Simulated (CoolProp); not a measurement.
Properties of oxygen at several states.

Values from CoolProp's reference Helmholtz-energy equation of state, Schmidt 1985. Above 300 K oxygen's equation is extrapolated.

```json
[
 {"T (K)": "969.5", "p (bar)": "0.606", "phase": "gas", "density (kg/m³)": "0.2405", "conductivity (mW/(m K))": "69.8", "Prandtl number": "0.748", "fugacity coefficient": "1.000"},
 {"T (K)": "728.3", "p (bar)": "0.125", "phase": "gas", "density (kg/m³)": "0.06605", "conductivity (mW/(m K))": "55.7", "Prandtl number": "0.740", "fugacity coefficient": "1.000"},
 {"T (K)": "877.2", "p (bar)": "0.182", "phase": "gas", "density (kg/m³)": "0.07985", "conductivity (mW/(m K))": "64.5", "Prandtl number": "0.746", "fugacity coefficient": "1.000"},
 {"T (K)": "693.5", "p (bar)": "35", "phase": "gas", "density (kg/m³)": "19.24", "conductivity (mW/(m K))": "54.2", "Prandtl number": "0.742", "fugacity coefficient": "1.010"},
 {"T (K)": "319.2", "p (bar)": "5.09", "phase": "gas", "density (kg/m³)": "6.151", "conductivity (mW/(m K))": "28.2", "Prandtl number": "0.718", "fugacity coefficient": "0.9978"}
]
```

Viscosity comes from a separate model (Lemmon 2004). Thermal conductivity comes from a separate model (Lemmon 2004).
